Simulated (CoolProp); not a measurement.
Vapour pressure (bar) of oxygen: the reference equation beside estimates from Tc = 154.6 K, pc = 50.46 bar, ω = 0.022. Clausius-Clapeyron is anchored at 113.6 K with a constant enthalpy of vaporisation of 5.899 kJ/mol.

Computed with CoolProp (reference Helmholtz-energy equation of state, Schmidt 1985).

```
T (K)  reference  Lee-Kesler  Clausius-Clapeyron  van der Waals  Peng-Robinson
-----  ---------  ----------  ------------------  -------------  -------------
110.4      5.585       5.587               5.766          11.19          5.610
113.6      6.910       6.915               6.910          12.90          6.939
116.7      8.398       8.406               8.157          14.71          8.433
119.8      10.10       10.11               9.546          16.67          10.15
122.9      12.05       12.05               11.08          18.79          12.10
126.1      14.32       14.32               12.83          21.15          14.39
129.2      16.80       16.80               14.69          23.60          16.90
132.3      19.58       19.56               16.70          26.23          19.69
135.4      22.67       22.64               18.89          29.03          22.81
138.5      26.09       26.06               21.24          32.01          26.26
141.7      30.01       29.97               23.84          35.28          30.21
144.8      34.19       34.16               26.54          38.63          34.41
```

Absolute difference from the reference over all 12 rows, mean and median: Lee-Kesler 0.1 and 0.1 %, Clausius-Clapeyron 11.3 and 11.5 %, van der Waals 48.9 and 44.1 %, Peng-Robinson 0.5 and 0.5 %.
